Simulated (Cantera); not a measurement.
# Roasting and sulfation: Fe2O3 + SO2 + CO2

Charge: 1 mol Fe2O3, 0.06 mol SO2, 0.057 mol CO2, at 0.0110 bar.

Equilibrium computed with Cantera from the NASA thermochemical tables; the gas is ideal and each condensed phase is pure. Candidate condensed phases: C, Fe, Fe(CO)5, FeO, FeS, FeSO4, FeS2, Fe2O3, Fe2(SO4)3, Fe3O4, S; 25 gas species. Mutual solubility and eutectic melting of coexisting phases are not modelled. Kinetics and transport are ignored.

```csv
T (K),x SO2,x CO2,x O2,x SO3,x CO,x O,x SO,n Fe2O3(s),n Fe3O4(s)
1123,0.513,0.487,1.57e-6,3.37e-5,9.33e-6,5.25e-11,4.03e-7,1.000,0
1173,0.513,0.487,1.35e-5,6.36e-5,1.15e-5,4.90e-10,5.45e-7,1.000,0
1223,0.513,0.487,9.75e-5,0.000114,1.40e-5,3.80e-9,7.21e-7,1.000,6.88e-5
1273,0.512,0.487,0.000599,0.000194,1.67e-5,2.51e-8,9.34e-7,1.000,0.000322
1323,0.511,0.486,0.00320,0.000317,1.97e-5,1.43e-7,1.19e-6,0.998,0.00157
1373,0.505,0.480,0.0151,0.000494,2.27e-5,7.21e-7,1.47e-6,0.989,0.00727
1423,0.479,0.456,0.0636,0.000718,2.50e-5,3.24e-6,1.72e-6,0.952,0.0320
```
x: gas mole fraction; n: condensed amount in mol.

From 1123 K to 1173 K the condensed part is Fe2O3(s). From 1223 K to 1423 K the condensed part is Fe2O3(s) + Fe3O4(s).
